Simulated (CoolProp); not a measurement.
A simple Rankine cycle with cyclopropane: condensing at 312.15 K, boiler at 2.64 MPa, turbine inlet 472 K, turbine efficiency 0.6, pump efficiency 0.6, no recuperator. Each further row changes one setting.

Computed with CoolProp (reference Helmholtz-energy equation of state, Polt 1992). This equation is an older, rougher fit; its heat capacities, sound speeds and derivatives of the liquid may be far off and weren't checked against measurements.

```
case                             thermal efficiency (%)  net work (kJ/kg)  heat in (kJ/kg)  turbine exit temperature (K)  volume ratio over the turbine
-------------------------------  ----------------------  ----------------  ---------------  ----------------------------  -----------------------------
as stated                                           6.2              41.5              668                         442.6                           2.53
condensing temperature 304.15 K                     7.4              50.7              686                             ?                           3.07
boiler pressure 1.85 MPa                            4.0              27.3              679                         454.5                           1.76
turbine efficiency 0.5                                ?                 ?              668                             ?                           2.55
```

Complete the blanks.


- condensing temperature 304.15 K, turbine exit temperature (K): 436.9
- turbine efficiency 0.5, thermal efficiency (%): 5.1
- turbine efficiency 0.5, net work (kJ/kg): 33.9
- turbine efficiency 0.5, turbine exit temperature (K): 446.3
